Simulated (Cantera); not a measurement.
# Hydrocarbon pyrolysis for carbon deposition

An isothermal, constant-pressure homogeneous reactor starts with 2.17 % C2H6, 97.8 % N2, at 1100 K and 0.326 atm.

Cantera simulation using GRI-Mech 3.0 (53 species, 325 reactions); the numbers are that mechanism's predictions, not measurements. GRI-Mech 3.0 stops at C3 and has no aromatics, soot or wall deposition, so with more carbon than oxygen in the feed, carbon stays in small species such as C2H2 where larger ones or solid carbon would form.

```tsv
t (s)	x C2H6	x H2	x C2H4	x C2H2	x HCN	x H	x CH3
0.000200	0.0217	1.70e-8	1.84e-8	<1e-12	<1e-12	1.48e-9	2.51e-7
0.000812	0.0217	1.05e-6	1.07e-6	3.31e-12	<1e-12	2.14e-8	8.07e-7
0.00330	0.0217	4.20e-5	4.25e-5	4.89e-9	<1e-12	1.69e-7	1.82e-6
0.0134	0.0211	0.000547	0.000557	8.99e-7	2.45e-12	3.44e-7	3.74e-6
0.0544	0.0186	0.00290	0.00292	2.60e-5	5.37e-12	3.79e-7	3.53e-6
0.221	0.0104	0.0108	0.0103	0.000399	7.79e-12	4.60e-7	2.44e-6
0.896	0.00108	0.0213	0.0167	0.00271	9.07e-12	3.35e-7	6.16e-7
3.64	8.95e-5	0.0251	0.0144	0.00577	9.16e-12	1.16e-7	1.60e-7
14.8	5.46e-5	0.0286	0.0105	0.00951	9.19e-12	9.80e-8	1.30e-7
60.0	4.30e-5	0.0303	0.00795	0.0118	9.32e-12	8.64e-8	1.34e-7
```
x: mole fraction; the columns are a selection and need not sum to one.

Equilibrium at this temperature and pressure: C2H6 4.79e-6, H2 0.0184, C2H4 0.00141, C2H2 0.00349, HCN 0.0176, H 6.15e-9, CH3 9.15e-8 (gas phase only).
